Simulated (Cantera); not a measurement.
Input: 1 mol CO2, 1.3 mol O2, at 2725 K and 33.0 Pa.

These are equilibrium values from Cantera (NASA tables, ideal gas, pure condensed phases), not measurements of a reactor. Candidate condensed phases: C; 12 gas species. The numbers say what is thermodynamically allowed, not how fast it happens.

Base state: O 0.668, CO 0.228, O2 0.0917, CO2 0.0114 (mole fractions); condensed: gas only.

Question: What changes in the equilibrium state with this change: CO2 replaced by SF6?

Answer: 
| species | before | after |
|---|---|---|
| F | 0 | 0.656 |
| O | 0.668 | 0.225 |
| S | 0 | 0.0735 |
| CO | 0.228 | 0 |
| SO | 0 | 0.0321 |
| CO2 | 0.0114 | 0 |
| O2 | 0.0917 | 0.0104 |
| SO2 | 0 | 0.00322 |
| S2 | 0 | 0.000164 |
Further candidate phases: S.
